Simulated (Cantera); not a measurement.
A perfectly stirred reactor is fed with 13.6 % CH4, 18.1 % O2, 68.3 % N2, equivalence ratio 1.5, at 8.70 bar; it is adiabatic with a 475 K inlet, and is followed from long to short residence time, starting on the burning branch (τ in s: 0.023, 0.0079, 0.0027, 0.00092, 0.00031, 0.00011, 3.7e-05, 1.2e-05, 4.3e-06).

Model: GRI-Mech 3.0 (53 species, 325 reactions), integrated in Cantera.

Predict: blow-out, bracketed by the residence times tried; x(CH4) at τ = 23.0 ms; x(O2) at τ = 23.0 ms; x(H2) at τ = 23.0 ms; x(CH2CO) at τ = 23.0 ms; x(H2O) at τ = 23.0 ms; x(CH4) at τ = 0.310 ms; x(O2) at τ = 0.310 ms; x(H2) at τ = 0.310 ms; x(CH2CO) at τ = 0.310 ms; x(H2O) at τ = 0.310 ms.


```
Item                                                                             Value
------------------------------------------------  ------------------------------------
blow-out, bracketed by the residence times tried  burning at 0.310 ms, out at 0.110 ms
x(CH4) at τ = 23.0 ms                                                          0.00230
x(O2) at τ = 23.0 ms                                                          0.000229
x(H2) at τ = 23.0 ms                                                            0.0732
x(CH2CO) at τ = 23.0 ms                                                        4.31e-6
x(H2O) at τ = 23.0 ms                                                            0.172
x(CH4) at τ = 0.310 ms                                                          0.0123
x(O2) at τ = 0.310 ms                                                           0.0114
x(H2) at τ = 0.310 ms                                                           0.0467
x(CH2CO) at τ = 0.310 ms                                                      0.000183
x(H2O) at τ = 0.310 ms                                                           0.177
```
